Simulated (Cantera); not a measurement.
An isothermal plug-flow reactor at 825 K and 20000 Pa (inlet), inlet velocity 0.78 m/s, active area per volume 7500 1/m; feed CH4 : O2 : N2 = 0.0074 : 0.12 : 0.79 (molar parts), equivalence ratio 0.12.

Detailed kinetics in Cantera: Deutschmann's 1995 Pt surface mechanism with GRI-Mech 3.0 gas chemistry. Catalytic surfaces can have several steady states; this one follows from the mechanism file's or the stated starting coverage. Mass transfer to the wall is taken as infinitely fast.

One state of this run: x CH4 = 0.00698; x O2 = 0.129; x H2O = 0.00217; x CO2 = 0.00108; x CO = 1.40e-6; θ free Pt = 0.0822; θ O* = 0.917; θ OH* = 0.000539. x: gas mole fraction; θ: surface coverage.

Which value of z (m) does it belong to?
(A) 0.00092
(B) 0.0018
(C) 0.025
(D) 0.048

B, 0.0018
